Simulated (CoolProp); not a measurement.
Aqueous potassium formate as a coolant, at 35 °C, 1 atm.

Computed with CoolProp (Melinder's fits for secondary coolants).

```
mass %  freezing point (°C)  density (kg/m³)  cp (kJ/(kg K))  viscosity (mPa s)  Prandtl number
------  -------------------  ---------------  --------------  -----------------  --------------
2.5                    -1.1             1010           4.085              0.765            5.08
9.8                    -4.8             1054           3.823              0.855               …
17.1                   -9.5             1098               …              0.957            5.85
24.5                  -15.5             1146           3.334               1.11            6.51
31.8                  -23.3             1196           3.118                  …            7.32
39.1                  -33.5             1248           2.928               1.50            8.20
46.4                  -46.7             1305           2.758               1.83            9.76
```

Q: Complete the blanks.

A: 
- 9.8, Prandtl number: 5.46
- 17.1, cp (kJ/(kg K)): 3.573
- 31.8, viscosity (mPa s): 1.30
